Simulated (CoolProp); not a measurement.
Aqueous ethanol as a coolant, at 10 °C, 1 atm.

The numbers come from the Melinder's fits for secondary coolants in CoolProp.

| mass % | freezing point (°C) | conductivity (W/(m K)) | density (kg/m³) | Prandtl number | viscosity (mPa s) |
|---|---|---|---|---|---|
| 4.9 | -2.0 | 0.548 | 990.9 | 13.0 | 1.67 |
| 11 | -4.9 | 0.510 | 982.8 | 19.3 | 2.26 |
| 17.1 | -8.9 | 0.473 | 976.1 | 26.9 | 2.92 |
| 23.1 | -13.7 | 0.440 | 969.2 | 34.6 | 3.53 |
| 29.2 | -19.4 | 0.408 | 961.0 | 41.3 | 4.00 |
| 35.2 | -25.1 | 0.379 | 951.4 | 46.1 | 4.28 |
| 41.3 | -30.7 | 0.351 | 940.0 | 48.9 | 4.36 |
| 47.4 | -35.7 | 0.325 | 927.2 | 50.0 | 4.28 |
